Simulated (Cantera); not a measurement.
Cantera run, input and output.

```python
import numpy as np
import cantera as ct

gas = ct.Solution("gri30.yaml")
gas.TPX = 1700, 13332, {'CH4': 1, 'N2': 20}
reactor = ct.IdealGasConstPressureReactor(gas, energy="off", clone=False)
net = ct.ReactorNet([reactor])
net.rtol, net.atol = 1e-08, 1e-18
show = ['CH4', 'H', 'HCN', 'C2H', 'C2H4']
times = np.geomspace(0.0005, 30, 11)

steps = ct.SolutionArray(gas, extra=["t"])
rows = []
print(f"{'t/s':>10s}{'T/K':>9s}{'P/Pa':>11s}" + "".join(f"{s:>11s}" for s in show))
for t in times:
    while net.time < t:
        t_next = net.step()
        steps.append(gas.state, t=t_next)
    rows.append([np.interp(t, steps.t, y) for y in (steps.T, steps.P, *steps(*show).X.T)])
    print(f"{t:10.3e}{rows[-1][0]:9.1f}{rows[-1][1]:11.4g}" + "".join(f"{x:11.3e}" for x in rows[-1][2:]))
rate = np.gradient(steps.T, steps.t)
print("integrator steps:", len(steps.t))
if steps.T.max() > steps.T[0] + 200:
    print(f"time of steepest temperature rise: {steps.t[rate.argmax()]:.4e} s")
gas.TPX = 1700, 13332, {'CH4': 1, 'N2': 20}
gas.equilibrate("TP")
print(f"equilibrium (TP): T = {gas.T:.1f} K  " + "  ".join(f"{s} {gas[s].X[0]:.3e}" for s in show))
```

Output:

```
       t/s      T/K       P/Pa        CH4          H        HCN        C2H       C2H4
 5.000e-04   1700.0  1.333e+04  4.755e-02  3.614e-07  9.065e-13  1.578e-14  4.333e-07
 1.502e-03   1700.0  1.333e+04  4.739e-02  5.857e-07  1.545e-11  3.946e-12  1.156e-05
 4.514e-03   1700.0  1.333e+04  4.643e-02  2.579e-06  5.340e-10  4.289e-10  2.593e-04
 1.356e-02   1700.0  1.333e+04  3.842e-02  1.773e-05  3.691e-08  1.707e-08  2.187e-03
 4.076e-02   1700.0  1.333e+04  2.197e-02  4.375e-05  3.786e-07  7.738e-08  7.439e-04
 1.225e-01   1700.0  1.333e+04  9.280e-03  6.878e-05  1.306e-06  1.272e-07  1.131e-04
 3.680e-01   1700.0  1.333e+04  2.862e-03  9.030e-05  2.976e-06  1.679e-07  1.958e-05
 1.106e+00   1700.0  1.333e+04  8.027e-04  1.014e-04  4.933e-06  1.886e-07  1.054e-05
 3.323e+00   1700.0  1.333e+04  2.410e-04  1.050e-04  6.895e-06  1.953e-07  9.949e-06
 9.984e+00   1700.0  1.333e+04  8.357e-05  1.059e-04  8.984e-06  1.969e-07  9.941e-06
 3.000e+01   1700.0  1.333e+04  4.666e-05  1.060e-04  1.191e-05  1.972e-07  9.949e-06
integrator steps: 1434
equilibrium (TP): T = 1700.0 K  CH4 2.011e-05  H 1.061e-04  HCN 3.647e-02  C2H 3.893e-08  C2H4 1.966e-06
```

Cantera simulation using GRI-Mech 3.0 (53 species, 325 reactions); the numbers are that mechanism's predictions, not measurements. GRI-Mech 3.0 stops at C3 and has no aromatics, soot or wall deposition, so with more carbon than oxygen in the feed, carbon stays in small species such as C2H2 where larger ones or solid carbon would form.
